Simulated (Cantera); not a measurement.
What does this Cantera script print?

```python
import numpy as np
import cantera as ct

gas_names = """
    Cu CuF CuF2 Cu2 F F2 N NF NF2 NF3 N2
""".split()
cond_names = """
    Cu(cr) Cu(L) CuF2(s) CuF2(L)
""".split()


def load(file, names, dense=False):
    # The tables refer to 1 bar. Condensed volumes are neglected.
    table = {s.name: s for s in ct.Species.list_from_file(file)}
    out = []
    for n in names:
        d = dict(table[n].input_data)
        d["thermo"] = dict(d["thermo"], **{"reference-pressure": 1e5})
        if dense:
            d["equation-of-state"] = {"model": "constant-volume", "density": "1e6 g/cm^3"}
        out.append(ct.Species.from_dict(d))
    return out


gas = ct.Solution(thermo="ideal-gas", species=load("nasa_gas.yaml", gas_names))
cond = {s.name: ct.Solution(thermo="fixed-stoichiometry", species=[s], name=s.name)
        for s in load("nasa_condensed.yaml", cond_names, dense=True)}
atoms = {
    'Cu': {'Cu': 1},
    'F2': {'F': 2},
    'N2': {'N': 2},
}
top_T = {}  # K; cautious upper limits of use, not melting points


def equilibrate(T, P, feed):
    n = {}
    for name, mol in feed.items():
        for a, k in atoms[name].items():
            n[a] = n.get(a, 0.0) + k * mol
    gas.TPX = T, P, n
    mass = sum(n.values()) * gas.mean_molecular_weight
    gas.equilibrate("TP")
    valid = [c for c in cond.values() if c.min_temp <= T <= top_T.get(c.name, c.max_temp)]
    mix = ct.Mixture([(gas, mass / gas.mean_molecular_weight)] + [(c, 0.0) for c in valid])
    mix.T, mix.P = T, P
    mix.equilibrate("TP", solver="vcs", rtol=1e-11, max_steps=5000)
    return mix


results = []
T = 800  # K
P = 67  # Pa
for m in [0.91, 1.1, 1.3, 1.5, 1.8, 2.1, 2.5, 3, 3.5, 4.1, 4.9]:
    feed = {'Cu': 1, 'F2': m, 'N2': 14}  # mol
    mix = equilibrate(T, P, feed)
    results.append((T, P, feed, dict(zip(mix.species_names, mix.species_moles))))

top = {s: max(r[3][s] / sum(r[3][g] for g in gas_names) for r in results) for s in gas_names}
cols = sorted((s for s in top if top[s] > 0.0001), key=lambda s: -top[s])[:5]
seen = [c for c in cond_names if any(r[3].get(c, 0) > 1e-12 for r in results)]
print("log10 of partial pressures in bar; condensed amounts in mol")
print(f"{'n(F2)':>10s}" + "".join(f"{s[:9]:>10s}" for s in cols + seen))
for T, P, feed, n in results:
    ng = sum(n[g] for g in gas_names)
    print(f"{feed['F2']:10.4g}" + "".join(f"{np.log10(max(n[s] / ng * P / 1e5, 1e-99)):10.3f}" for s in cols)
          + "".join(f"{n.get(c, 0):10.4g}" for c in seen))
```

Result:

```
log10 of partial pressures in bar; condensed amounts in mol
     n(F2)        N2        F2         F       NF3    Cu(cr)   CuF2(s)
      0.91    -3.174   -27.189   -15.675   -41.064   0.08992    0.9098
       1.1    -3.180    -6.064    -5.112    -9.379         0    0.9999
       1.3    -3.189    -5.321    -4.741    -8.269         0    0.9999
       1.5    -3.198    -5.014    -4.587    -7.812         0    0.9999
       1.8    -3.210    -4.752    -4.456    -7.425         0    0.9999
       2.1    -3.221    -4.585    -4.373    -7.181         0    0.9999
       2.5    -3.235    -4.432    -4.296    -6.959         0    0.9999
         3    -3.251    -4.298    -4.229    -6.766         0    0.9999
       3.5    -3.267    -4.200    -4.180    -6.626         0    0.9999
       4.1    -3.285    -4.109    -4.135    -6.500         0    0.9999
       4.9    -3.308    -4.018    -4.089    -6.374         0    0.9998
```

Equilibrium computed with Cantera from the NASA thermochemical tables; the gas is ideal and each condensed phase is pure.
